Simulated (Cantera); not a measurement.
A perfectly stirred reactor is fed with 15.6 % C2H6, 84.4 % N2, at 0.849 atm; it is held at 1173 K, and followed from long to short residence time.

Cantera simulation using GRI-Mech 3.0 (53 species, 325 reactions); the numbers are that mechanism's predictions, not measurements. GRI-Mech 3.0 stops at C3 and has no aromatics, soot or wall deposition, so with more carbon than oxygen in the feed, carbon stays in small species such as C2H2 where larger ones or solid carbon would form.

x: mole fraction; the columns are a selection and need not sum to one.

| τ (s) | x C2H6 | x CH3 | x H2 | x H | x CH4 |
|---|---|---|---|---|---|
| 0.32 | 0.0159 | 5.17e-6 | 0.117 | 1.09e-6 | 0.0211 |
| 0.17 | (withheld) | (withheld) | 0.109 | 1.20e-6 | (withheld) |
| 0.086 | 0.0384 | 7.36e-6 | 0.0959 | 1.27e-6 | 0.0139 |
| 0.044 | 0.0595 | 9.06e-6 | 0.0781 | 1.26e-6 | 0.0100 |
| 0.023 | 0.0851 | 1.09e-5 | 0.0572 | 1.18e-6 | 0.00652 |
| 0.012 | 0.110 | 1.25e-5 | 0.0369 | 1.09e-6 | 0.00377 |
| 0.0062 | 0.130 | 1.35e-5 | 0.0212 | 9.98e-7 | 0.00198 |
| 0.0032 | 0.142 | 1.37e-5 | 0.0112 | 9.19e-7 | 0.000990 |
| 0.0017 | 0.149 | 1.31e-5 | 0.00573 | 8.37e-7 | 0.000485 |
| 0.00086 | 0.153 | 1.14e-5 | 0.00255 | 7.14e-7 | 0.000209 |
| 0.00045 | 0.155 | (withheld) | (withheld) | (withheld) | (withheld) |

Task: Complete the blanks.

Result: 
- 0.17, x C2H6: 0.0242
- 0.17, x CH3: 6.04e-6
- 0.17, x CH4: 0.0176
- 0.00045, x CH3: 8.97e-6
- 0.00045, x H2: 0.00103
- 0.00045, x H: 5.43e-7
- 0.00045, x CH4: 8.54e-5
